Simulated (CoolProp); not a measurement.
Saturation properties of R13.

Computed with CoolProp (reference Helmholtz-energy equation of state, Platzer 1990). This equation is an older, rougher fit; its heat capacities, sound speeds and derivatives of the liquid may be far off and weren't checked against measurements.

```
T (K)     p (bar)  liquid density (kg/m³)    vapour Z  liquid viscosity (µPa s)
-----  ----------  ----------------------  ----------  ------------------------
177.2      0.4331                    1575      0.9774                       391
183.5      0.6378                    1551      0.9702                       353
189.8      0.9124                    1528  (withheld)                       320
196.1       1.272                    1503      0.9516                       291
202.4       1.732                    1479      0.9400                       265
208.7       2.311                    1453  (withheld)                       242
215         3.027                    1427      0.9120                       222
221.3       3.898                    1400  (withheld)                       203
227.5  (withheld)                    1373      0.8774                       187
233.8       6.166                    1344      0.8571                       171
240.1       7.622                    1314      0.8349                       157
246.4       9.316                    1282      0.8104                       144
252.7       11.27                    1248      0.7836                (withheld)
259         13.51                    1212      0.7541                       121
```

Question: Fill in the missing entries.

Answer: 
- 189.8, vapour Z: 0.9616
- 208.7, vapour Z: 0.9269
- 221.3, vapour Z: 0.8954
- 227.5, p (bar): 4.927
- 252.7, liquid viscosity (µPa s): 132

It boils at 191.7 K under 1 atm.

Viscosity comes from a separate model (Huber 2003), an estimate that may be off by 10 % or more.
